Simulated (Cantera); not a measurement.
Equilibrium for chlorosilane synthesis and conversion: Si + HCl + H₂

Input: 1 mol Si, 0.75 mol HCl, 16 mol H₂, at 0.100 bar.

Cantera equilibrium calculation (NASA polynomials, part measured and part estimated; ideal gas, pure solids and liquids). Candidate condensed phases: Si; 19 gas species. The tables' values for SiCl₃ are old estimates; treat these amounts as uncertain. Kinetics and transport are ignored.

| T (K) | x H₂ | x HCl | x SiCl₄ | x SiHCl₃ | x SiCl₂ | x SiCl₃ | x H | x SiH₂Cl₂ | n Si(s) |
|---|---|---|---|---|---|---|---|---|---|
| 825 | 0.986 | 0.00181 | 0.00713 | 0.00480 | 3.68e-6 | 1.73e-5 | 2.49e-11 | 0.000272 | 0.798 |
| 900 | 0.984 | 0.00423 | 0.00673 | 0.00445 | 2.47e-5 | 5.90e-5 | 3.67e-10 | 0.000279 | 0.809 |
| 975 | 0.981 | 0.00846 | 0.00593 | 0.00393 | 0.000118 | 0.000157 | 3.58e-9 | 0.000273 | 0.827 |
| 1050 | 0.976 | 0.0148 | 0.00463 | 0.00318 | 0.000417 | 0.000326 | 2.53e-8 | 0.000249 | 0.854 |
| 1125 | 0.971 | 0.0225 | 0.00294 | 0.00221 | 0.00110 | 0.000513 | 1.38e-7 | 0.000203 | 0.884 |
| 1200 | 0.965 | 0.0295 | 0.00137 | 0.00122 | 0.00213 | 0.000576 | 6.13e-7 | 0.000142 | 0.909 |
| 1275 | 0.962 | 0.0338 | 0.000453 | 0.000522 | 0.00307 | 0.000463 | 2.29e-6 | 8.31e-5 | 0.923 |
| 1350 | 0.960 | 0.0354 | 0.000127 | 0.000198 | 0.00366 | 0.000306 | 7.39e-6 | 4.49e-5 | 0.927 |
| 1425 | 0.960 | 0.0357 | 3.61e-5 | 7.59e-5 | 0.00402 | 0.000192 | 2.11e-5 | 2.44e-5 | 0.927 |
| 1500 | 0.960 | 0.0357 | 1.12e-5 | 3.11e-5 | 0.00427 | 0.000122 | 5.45e-5 | 1.38e-5 | 0.925 |
| 1575 | 0.960 | 0.0355 | 3.81e-6 | 1.37e-5 | 0.00446 | 8.05e-5 | 0.000129 | 8.16e-6 | 0.923 |
| 1650 | 0.960 | 0.0353 | 1.42e-6 | 6.50e-6 | 0.00462 | 5.47e-5 | 0.000281 | 5.06e-6 | 0.921 |
x: gas mole fraction; n: condensed amount in mol.

From 825 K to 1650 K the condensed part is Si(s). The main Si-bearing gas is SiCl₄ at 825 K and SiCl₂ at 1650 K.
